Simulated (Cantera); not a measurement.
A closed system holds: 1 mol V, 2.9 mol N₂O, 2.6 mol N₂, 0.029 mol H₂O, equilibrated at 1275 K and 340 Pa.

Method: chemical equilibrium by Gibbs-energy minimisation in Cantera with the NASA 1993 tables (ideal gas, pure condensed phases). Candidate condensed phases: H₂O, V, VN, VO, V₂O₃, V₂O₄, V₂O₅; 28 gas species. Condensed phases not in the tables: the oxides between V₂O₃ and V₂O₅ other than VO₂. Equilibrium is a limit: real reactors are often held back by kinetics, nucleation or transport.

Base state: N₂ 0.920, O₂ 0.0752, H₂O 0.00485, NO 0.000217 (mole fractions); condensed: V₂O₄(s).

Question: What changes in the equilibrium state with this change: pressure from 340 Pa to 100000 Pa?

Answer: 
```json
[
 {"species": "N₂", "before": "0.920", "after": "0.960"},
 {"species": "O₂", "before": "0.0752", "after": "0.0348"},
 {"species": "H₂O", "before": "0.00485", "after": "0.00506"},
 {"species": "NO", "before": "0.000217", "after": "0.000151"},
 {"species": "V₂O₄(s), mol", "before": "0.500", "after": "0"},
 {"species": "V₂O₅(l), mol", "before": "0", "after": "0.500"}
]
```
Gases not in the tables: V₄O₁₀.
